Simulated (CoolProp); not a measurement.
Aqueous ethylene glycol as a coolant, 14 % by mass, freezing at -5.0 °C, 1 atm.

The numbers come from the Melinder's fits for secondary coolants in CoolProp.

```json
[
 {"T (°C)": "-0.9", "density (kg/m³)": "1020", "cp (kJ/(kg K))": "3.969", "Prandtl number": "21.4", "conductivity (W/(m K))": "___"},
 {"T (°C)": "5.7", "density (kg/m³)": "1019", "cp (kJ/(kg K))": "3.974", "Prandtl number": "16.8", "conductivity (W/(m K))": "0.516"},
 {"T (°C)": "12.4", "density (kg/m³)": "___", "cp (kJ/(kg K))": "3.981", "Prandtl number": "13.4", "conductivity (W/(m K))": "0.525"},
 {"T (°C)": "19.1", "density (kg/m³)": "1016", "cp (kJ/(kg K))": "3.988", "Prandtl number": "___", "conductivity (W/(m K))": "0.533"},
 {"T (°C)": "25.7", "density (kg/m³)": "___", "cp (kJ/(kg K))": "___", "Prandtl number": "8.99", "conductivity (W/(m K))": "___"},
 {"T (°C)": "32.4", "density (kg/m³)": "1012", "cp (kJ/(kg K))": "4.004", "Prandtl number": "7.56", "conductivity (W/(m K))": "0.550"},
 {"T (°C)": "39.1", "density (kg/m³)": "1010", "cp (kJ/(kg K))": "4.012", "Prandtl number": "___", "conductivity (W/(m K))": "0.557"}
]
```

Question: Some entries are withheld; supply them.

Answer: 
- -0.9, conductivity (W/(m K)): 0.506
- 12.4, density (kg/m³): 1018
- 19.1, Prandtl number: 10.9
- 25.7, density (kg/m³): 1014
- 25.7, cp (kJ/(kg K)): 3.996
- 25.7, conductivity (W/(m K)): 0.542
- 39.1, Prandtl number: 6.45
